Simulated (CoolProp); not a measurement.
Vapour-liquid equilibrium of propane (1) + m-xylene (2) at 337.8 K; x and y are mole fractions of (1).

Values from CoolProp's multi-fluid Helmholtz-energy mixture model, Lemmon 2009 and Zhou 2012; pair parameters Bell 2016.

Give the bubble pressure and the first vapour's composition at x = 0.125, 0.725, 0.95. Is there an azeotrope?

x = 0.125: 0.3591 MPa, y = 0.977; x = 0.725: 1.671 MPa, y = 0.996; x = 0.95: 2.160 MPa, y = 0.998. No azeotrope shows between x = 0.05 and 0.95.

The pair parameters rest on a limited set of measurements; away from them the model extrapolates. The gap from Raoult's law changes sign with composition, which may be real or a fault of the pair parameters; it wasn't checked against measurements.
